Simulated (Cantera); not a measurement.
# BF3 + O2 + H2 (boron, boron nitride and boron oxide)

A closed system holds: 1 mol BF3, 0.18 mol O2, 0.16 mol H2, held at 775 K and 0.520 bar.

Equilibrium computed with Cantera from the NASA thermochemical tables; the gas is ideal and each condensed phase is pure. Candidate condensed phases: B, B2O3, B3O3H3, H2O; 43 gas species. The numbers say what is thermodynamically allowed, not how fast it happens.

```
Item                                      Value
------------------------------------  ---------
x(BF3)                                    0.747
x(H2O)                                   0.0874
x(O2)                                    0.0784
x(HF)                                    0.0752
x(B3O3F3)                                0.0121
x((HBO2)3)                             0.000267
gas amount                            1.276 mol
log10 activity of B(s) (absent)          -35.27
log10 activity of B3O3H3(s) (absent)     -63.16
```
